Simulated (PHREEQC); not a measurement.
## Brine: an equilibrium model

Consider water at 25 °C with 1.9 mol KOH and 2.3 mol KBr per kg of water. Closed to the air; pH follows from the charge balance.

Equilibrium calculation in PHREEQC: Pitzer model, pitzer.dat.

No solid was allowed to form.

### Question
What pH does the model give?

### Answer
pH 14.40.

In brines, pH and single-ion activities rest on the MacInnes convention.
